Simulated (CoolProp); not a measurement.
Model: reference Helmholtz-energy equation of state, Akasaka 2020, in CoolProp.

**Question.** For R1123, give the phase and the cp (kJ/(kg K)), speed of sound (m/s) at 73.85 °C and 0.155 bar.

**Answer.** 
- 73.85 °C and 0.155 bar: gas; cp 0.923, speed of sound 199
